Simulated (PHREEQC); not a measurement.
Dissolve 1.25 mmol/kgw Na2S at 25 °C. It is in equilibrium with CO2 at log p = -2 (atm). Otherwise closed; pH follows from the charge balance.

Model: ion-association model, wateq4f.dat, run in PHREEQC.

Precipitation was switched off in this run.

Q: Estimate the pH, ionic strength.

A: pH 7.05; ionic strength 0.00250 mol/kgw.

Q: In which forms is S present?

A: HS- 57 %, H2S 43 % of the S.

Complexes and solids missing from the database can't appear. The polysulfide entries of wateq4f.dat were taken out for this run.
